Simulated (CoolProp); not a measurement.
Ethane along the isotherm 69.65 °C: density (kg/m³) from the reference equation and from simpler models built on Tc = 32.2 °C, pc = 4.872 MPa, ω = 0.099; each cubic takes its own stable root.

Computed with CoolProp (reference Helmholtz-energy equation of state, Bücker 2006).

```
p (MPa)          phase  reference
-------  -------------  ---------
0.664              gas      7.241
1.33               gas      15.03
1.99               gas      23.36
2.66               gas      32.58
3.32               gas      42.55
3.99               gas      53.82
4.65               gas      66.34
5.32     supercritical      80.93
5.98     supercritical      97.73
6.64     supercritical      117.7
7.31     supercritical      141.8
```

Problem. How far does each simpler model (ideal gas, van der Waals) lie from the reference over these 11 states: mean and median of the absolute difference, and the worst?

Solution. 
- ideal gas: mean 22.9 %, median 21.8 %, worst -45.6 % at 69.65 °C and 7.31 MPa
- van der Waals: mean 2.3 %, median 0.3 %, worst +9.9 % at 69.65 °C and 7.31 MPa
